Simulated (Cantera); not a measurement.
An adiabatic, constant-volume homogeneous reactor starts with H₂ : O₂ : N₂ = 1 : 0.794 : 2.98 (molar parts), at 1275 K and 28.0 bar. Integrator tolerance rtol = 1e-08.

Detailed kinetics in Cantera: the H2/O2 subset of GRI-Mech 3.0, which has no nitrogen chemistry. The hydrogen kinetics of GRI-Mech 3.0 are dated; newer H2 mechanisms differ, most at raised pressure. The pressure lies above the range GRI-Mech 3.0 was tuned for (to about 10 atm).

**Question.** How do the results move with these cheaper or finer settings: full GRI-Mech 3.0 in place of its H2/O2 subset?

**Answer.** 
| setting | time of steepest temperature rise | temperature at 0.200 s | equilibrium temperature | x(H₂) at 0.200 s | integrator steps |
|---|---|---|---|---|---|
| as above | 35.0 µs | 2931 K | 2931 K | 0.00401 | 1117 |
| full GRI-Mech 3.0 in place of its H2/O2 subset | 35.0 µs | 2893 K | 2893 K | 0.00384 | 1375 |
